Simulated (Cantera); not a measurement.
A diamond (100) surface in a fixed gas of H2 with x(CH4) = 0.022, x(CH3) = 1.8e-05, at 1400 K, 8100 Pa; coverages are run to steady state.

Detailed kinetics in Cantera: the Harris–Goodwin 1993 mechanism for the reconstructed diamond (100) surface.

One state of this run: growth (µm/h) = 0.374; θ c6HH = 0.336; θ c6H* = 0.0596; θ c6*H = 0.544; θ c6** = 0.0605. θ: site fractions in the mechanism's names (c6HH fully hydrogenated, c6H* and c6*H radical sites, c6** diradical, c6HM methylated).

**Question.** Which value of x(H) does it belong to?
A) 0.00086
B) 0.0002
C) 0.00042
D) 0.0074

**Answer.** D, 0.0074
